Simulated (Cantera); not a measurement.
What does this Cantera script print?

```python
import numpy as np
import cantera as ct

gas_names = """
    B BH BH2 BH3 BN BO BO2 B2 B2O B2O2 B2O3 B3O3H3 H HBO HBO2 HNO HNO2 HNO3 HO2 H2 H2O H2O2 H3B3O6 N NH
    NH2 NH3 NH2OH NO NO2 NO3 N2 N2H2 N2H4 N2O O OH O2 O3
""".split()
cond_names = """
    B(b) B(L) BN(s) B2O3(L) B3O3H3(cr) H2O(s) H2O(L)
""".split()


# ... load() reads the species with a 1 bar reference pressure and builds the phases ...
atoms = {
    'borazine': {'B': 3, 'N': 3, 'H': 6},
    'H2O': {'H': 2, 'O': 1},
    'N2': {'N': 2},
}
top_T = {'BN(s)': 3200}  # K; cautious upper limits of use, not melting points


# ... equilibrate(T, P, feed) seeds the gas with the atoms and calls Mixture.equilibrate('TP', solver="vcs", rtol=1e-11, max_steps=5000) ...
results = []
feed = {'borazine': 1, 'H2O': 4.2, 'N2': 32}  # mol
T = 2325  # K
P = 13332.2  # Pa
mix = equilibrate(T, P, feed)
results.append((T, P, feed, dict(zip(mix.species_names, mix.species_moles))))
print(gas.report(threshold=0.0001))
for i in range(1, mix.n_phases):
    print(f"{mix.phase(i).name:16s} {mix.phase_moles(i):12.5e} mol")
```

Output:

```
       temperature   2325 K
          pressure   13332 Pa
           density   0.016998 kg/m^3
  mean mol. weight   24.646 kg/kmol
   phase of matter   gas

                          1 kg             1 kmol
                     ---------------   ---------------
          enthalpy        2.0446e+06         5.039e+07  J
   internal energy        1.2602e+06        3.1059e+07  J
           entropy             11179        2.7551e+05  J/K
    Gibbs function       -2.3946e+07       -5.9017e+08  J
 heat capacity c_p            1544.4             38063  J/K
 heat capacity c_v              1207             29748  J/K

                      mass frac. Y      mole frac. X     chem. pot. / RT
                     ---------------   ---------------   ---------------
                BO          0.013128          0.012069           -35.428
               BO2        0.00034467        0.00019843           -60.447
              B2O2         0.0051782         0.0023802           -70.857
              B2O3          0.037587          0.013307           -95.875
                 H        0.00047331          0.011572            -11.95
               HBO          0.015786          0.013986           -47.378
              HBO2          0.022425          0.012613           -72.397
                H2          0.012068           0.14753           -23.899
               H2O         0.0014247         0.0019491           -48.918
                N2           0.89156           0.78436           -29.717
     [  +29 minor]        2.3339e-05        3.1187e-05

B(b)              0.00000e+00 mol
BN(s)             0.00000e+00 mol
B2O3(L)           0.00000e+00 mol
```

These are equilibrium values from Cantera (NASA tables, ideal gas, pure condensed phases), not measurements of a reactor. The feed counts by its element totals alone.
